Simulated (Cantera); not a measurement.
What does this Cantera script print?

```python
import numpy as np
import cantera as ct

gas_names = """
    H HNO HNO2 HNO3 HO2 H2 H2O H2O2 N NH NH2 NH3 NH2OH NO NO2 NO3 N2 N2H2 N2H4 N2O O OH O2 O3 Si SiH
    SiH2 SiH3 SiH4 SiN SiO SiO2 Si2 Si2N Si3
""".split()
cond_names = """
    H2O(s) H2O(L) Si(cr) Si(L) SiO2(Lqz) SiO2(hqz) SiO2(L) Si2N2O(s) Si3N4(a)
""".split()


# ... load() reads the species with a 1 bar reference pressure and builds the phases ...
atoms = {
    'SiH4': {'Si': 1, 'H': 4},
    'NO': {'N': 1, 'O': 1},
}
top_T = {'Si2N2O(s)': 2100, 'Si3N4(a)': 2400}  # K; cautious upper limits of use, not melting points


# ... equilibrate(T, P, feed) seeds the gas with the atoms and calls Mixture.equilibrate('TP', solver="vcs", rtol=1e-11, max_steps=5000) ...
results = []
feed = {'SiH4': 1, 'NO': 8.3}  # mol
T = 1698.15  # K
P = 4600  # Pa
mix = equilibrate(T, P, feed)
results.append((T, P, feed, dict(zip(mix.species_names, mix.species_moles))))
print(gas.report(threshold=1e-06))
for i in range(1, mix.n_phases):
    print(f"{mix.phase(i).name:16s} {mix.phase_moles(i):12.5e} mol")
```

It prints:

```
       temperature   1698.2 K
          pressure   4600 Pa
           density   0.0086747 kg/m^3
  mean mol. weight   26.626 kg/kmol
   phase of matter   gas

                          1 kg             1 kmol
                     ---------------   ---------------
          enthalpy       -3.3068e+05       -8.8047e+06  J
   internal energy       -8.6095e+05       -2.2924e+07  J
           entropy             10795        2.8742e+05  J/K
    Gibbs function       -1.8662e+07       -4.9689e+08  J
 heat capacity c_p            1469.3             39122  J/K
 heat capacity c_v              1157             30808  J/K

                      mass frac. Y      mole frac. X     chem. pot. / RT
                     ---------------   ---------------   ---------------
                 H         1.686e-07        4.4535e-06           -16.047
                H2        3.2944e-06        4.3511e-05           -32.093
               H2O           0.16251           0.24019           -48.409
                NO          0.002858         0.0025361           -31.405
               NO2        3.2883e-06        1.9032e-06           -47.721
                N2           0.52452           0.49854           -30.177
                 O        6.2291e-05        0.00010367           -16.316
                OH        0.00080753         0.0012643           -32.363
                O2           0.30923           0.25732           -32.632
     [  +26 minor]        8.2026e-07        6.3695e-07

Si(L)             0.00000e+00 mol
SiO2(L)           1.00000e+00 mol
Si2N2O(s)         0.00000e+00 mol
Si3N4(a)          0.00000e+00 mol
```

Method: chemical equilibrium by Gibbs-energy minimisation in Cantera with the NASA 1993 tables (ideal gas, pure condensed phases). The tables hold silica as quartz up to 1696 K and as liquid above; real silica turns to tridymite and cristobalite and melts near 1996 K. Gases not in the tables: Si(OH)4.
